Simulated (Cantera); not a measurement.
A freely propagating, adiabatic, planar premixed flame of 12.0 % CH4, 18.5 % O2, 69.5 % N2, equivalence ratio 1.3, unburnt at 450 K and 75.0 Torr; multicomponent+Soret transport, grid criteria slope 0.08 and curve 0.16, no radiation.

Model: GRI-Mech 3.0 (53 species, 325 reactions), integrated in Cantera. Burning velocities carry a grid error of a few per cent, more on coarse grids.

Task: Predict: laminar burning velocity; thermal thickness; peak x(CH2CO); peak x(C2H4); peak x(HCO); peak x(H2).

Result: 
| Item | Value |
|---|---|
| laminar burning velocity | 92.9 cm/s |
| thermal thickness | 3.11 mm |
| peak x(CH2CO) | 0.000164 |
| peak x(C2H4) | 0.00102 |
| peak x(HCO) | 7.78e-5 |
| peak x(H2) | 0.0510 |
